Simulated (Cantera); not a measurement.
Charge: 1 mol H2S, 0.047 mol H2, equilibrated at 2100 K and 0.0170 bar.

Method: chemical equilibrium by Gibbs-energy minimisation in Cantera with the NASA 1993 tables (ideal gas, pure condensed phases). Candidate condensed phases: S; 7 gas species. Equilibrium is a limit: real reactors are often held back by kinetics, nucleation or transport.

Base state: H2 0.622, S2 0.279, SH 0.0368, S 0.0241, H2S 0.0195, H 0.0188 (mole fractions); condensed: gas only.

What changes in the equilibrium state with this change: H2S replaced by PH3?


```json
[
 {"species": "H2", "before": "0.622", "after": "0.736"},
 {"species": "P2", "before": "0", "after": "0.240"},
 {"species": "H", "before": "0.0188", "after": "0.0205"},
 {"species": "S2", "before": "0.279", "after": "0"},
 {"species": "SH", "before": "0.0368", "after": "0"},
 {"species": "S", "before": "0.0241", "after": "0"},
 {"species": "H2S", "before": "0.0195", "after": "0"},
 {"species": "P", "before": "0", "after": "0.00317"},
 {"species": "PH", "before": "0", "after": "0.000403"}
]
```
Further candidate phases: P.
